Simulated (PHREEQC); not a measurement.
1 kg of water holding 0.059 mol/kgw NaCl meets 20 L of dry gas (O2 1 by moles) at fixed total pressure, at 10 °C; fugacities by Peng-Robinson. The gases take part in no redox reaction, some water evaporates into the gas, and hydrates or a liquid gas phase aren't modelled. Nothing may precipitate in this run.

Computed with PHREEQC (ion-association model, phreeqc.dat).

```json
[
 {"P (atm)": "2", "dissolved O2 (mol/kgw)": "0.00335", "φ of O2": "0.998"},
 {"P (atm)": "5", "dissolved O2 (mol/kgw)": "0.00835", "φ of O2": "0.994"},
 {"P (atm)": "10", "dissolved O2 (mol/kgw)": "0.0165", "φ of O2": "0.989"},
 {"P (atm)": "20", "dissolved O2 (mol/kgw)": "0.0323", "φ of O2": "0.978"},
 {"P (atm)": "30", "dissolved O2 (mol/kgw)": "0.0473", "φ of O2": "0.967"},
 {"P (atm)": "40", "dissolved O2 (mol/kgw)": "0.0617", "φ of O2": "0.957"},
 {"P (atm)": "50", "dissolved O2 (mol/kgw)": "(withheld)", "φ of O2": "0.947"},
 {"P (atm)": "75", "dissolved O2 (mol/kgw)": "(withheld)", "φ of O2": "0.925"},
 {"P (atm)": "100", "dissolved O2 (mol/kgw)": "(withheld)", "φ of O2": "(withheld)"},
 {"P (atm)": "150", "dissolved O2 (mol/kgw)": "0.184", "φ of O2": "0.872"}
]
```

Question: What belongs in the gaps?

Answer: 
- 50, dissolved O2 (mol/kgw): 0.0754
- 75, dissolved O2 (mol/kgw): 0.107
- 100, dissolved O2 (mol/kgw): 0.135
- 100, φ of O2: 0.905

Constants without temperature data keep their 25 °C values here.
